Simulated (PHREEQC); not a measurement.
A solution holds 41 mmol/kgw (CH3)4NF, 100 mmol/kgw Al2(SO4)3, 27 mmol/kgw NH4HSO4 and 17 mmol/kgw (NH4)2CO3, at 25 °C. Closed to the air; pH follows from the charge balance.

Computed with PHREEQC (ion-association model, phreeqc.dat).

Problem. The ionic strength comes out as 0.448 mol/kgw. What activity coefficients do HSO4-, Al(OH)4-, NH4+, Al+3, AlSO4+ get?

Solution. HSO4- 0.73, Al(OH)4- 0.67, NH4+ 0.60, Al+3 0.093, AlSO4+ 0.67.

This is a speciation only: nothing precipitates in the calculation. The solution is supersaturated, for example in Al(OH)3(a), Gibbsite (slow to form), so a real one may precipitate; this is no full list. Carbamate, which ammonia and carbonate form, is missing from the database. (CH3)4N+ isn't in the database: it is added as a free cation with an ion size of 4 Å. Fluoro complexes past AlF4- and FeF3 are missing from the database.
